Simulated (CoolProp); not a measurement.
Aqueous potassium formate as a coolant, 32 % by mass, freezing at -23.5 °C, 1 atm.

The numbers come from the Melinder's fits for secondary coolants in CoolProp.

```tsv
T (°C)	density (kg/m³)	Prandtl number	conductivity (W/(m K))	viscosity (mPa s)
-17.6	1217	30.5	0.491	4.96
-11.4	1215	24.0	0.498	3.95
-5.2	1213	19.4	0.506	3.22
1	1211	16.0	0.513	2.69
7.2	…	13.4	0.521	…
13.4	1206	11.5	0.529	1.97
19.6	…	9.96	0.536	1.73
25.8	1201	8.75	0.544	1.54
32	…	7.76	…	1.38
38.2	1196	6.93	0.559	…
```

Task: What belongs in the gaps?

Result: 
- 7.2, density (kg/m³): 1209
- 7.2, viscosity (mPa s): 2.28
- 19.6, density (kg/m³): 1204
- 32, density (kg/m³): 1199
- 32, conductivity (W/(m K)): 0.551
- 38.2, viscosity (mPa s): 1.24
